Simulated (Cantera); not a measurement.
A perfectly stirred reactor is fed with CO : H₂ : CH₄ : O₂ : N₂ = 1 : 0.28 : 0.093 : 1.8 : 6.75 (molar parts), at 14300 Torr; it is adiabatic with a 325 K inlet, and is followed from long to short residence time, starting on the burning branch (τ in s: 0.037, 0.018, 0.0088, 0.0043, 0.0021, 0.001, 0.0005, 0.00024, 0.00012, 5.8e-05).

Cantera simulation using GRI-Mech 3.0 (53 species, 325 reactions); the numbers are that mechanism's predictions, not measurements. The pressure lies above the range GRI-Mech 3.0 was tuned for (to about 10 atm).

Problem. What does this change do: 0.93 parts CO2 added?

Solution. 
```json
[
 {"quantity": "blow-out, bracketed by the residence times tried", "before": "burning at 2.10 ms, out at 1.00 ms", "after": "burning at 8.80 ms, out at 4.30 ms"},
 {"quantity": "x(CO) at τ = 37.0 ms", "before": "0.000477", "after": "0.00196"},
 {"quantity": "x(H₂) at τ = 37.0 ms", "before": "1.34e-5", "after": "5.51e-5"},
 {"quantity": "x(CH₄) at τ = 37.0 ms", "before": "3.20e-6", "after": "1.64e-5"},
 {"quantity": "x(NO) at τ = 37.0 ms", "before": "3.81e-6", "after": "6.11e-7"},
 {"quantity": "x(CH₂) at τ = 37.0 ms", "before": "6.41e-10", "after": "3.42e-10"},
 {"quantity": "x(CO) at τ = 1.00 ms", "before": "0.101", "after": "0.0921"},
 {"quantity": "x(H₂) at τ = 1.00 ms", "before": "0.0282", "after": "0.0258"},
 {"quantity": "x(CH₄) at τ = 1.00 ms", "before": "0.00937", "after": "0.00857"},
 {"quantity": "x(NO) at τ = 1.00 ms", "before": "<1e-12", "after": "<1e-12"},
 {"quantity": "x(CH₂) at τ = 1.00 ms", "before": "<1e-12", "after": "<1e-12"}
]
```
